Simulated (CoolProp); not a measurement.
Vapour-liquid equilibrium of fluoroethane (R161) (1) + R1234yf (2) at 0.444 MPa; x and y are mole fractions of (1).

Model: multi-fluid Helmholtz-energy mixture model, Wu 2012 and Lemmon 2022; pair parameters Bell 2016, in CoolProp.

### Question
Give the bubble temperature and the first vapour's composition at x = 0.35, 0.65, 0.95. Is there an azeotrope?

### Answer
x = 0.35: 5.7 °C, y = 0.425; x = 0.65: 2.8 °C, y = 0.706; x = 0.95: 0.8 °C, y = 0.958. No azeotrope shows between x = 0.05 and 0.95.

The pair parameters rest on a limited set of measurements; away from them the model extrapolates.
